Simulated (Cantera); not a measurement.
Feed: 1 mol SiH2Cl2, a varied amount of N2, held at 848.15 K and 143 Torr.

Cantera equilibrium calculation (NASA polynomials, part measured and part estimated; ideal gas, pure solids and liquids). Candidate condensed phases: NH4Cl, Si, Si3N4; 28 gas species. N2 is the only nitrogen source here; it is nearly inert below about 1500 K, so the nitride shown seldom forms there in practice. Rates play no part.

Q: At 68 mol N2, list the 4 most abundant gas species with their mole fractions, and the condensed phases.

A: N2 0.973, HCl 0.0194, H2 0.00471, SiCl4 0.00236. Condensed: Si3N4(s).
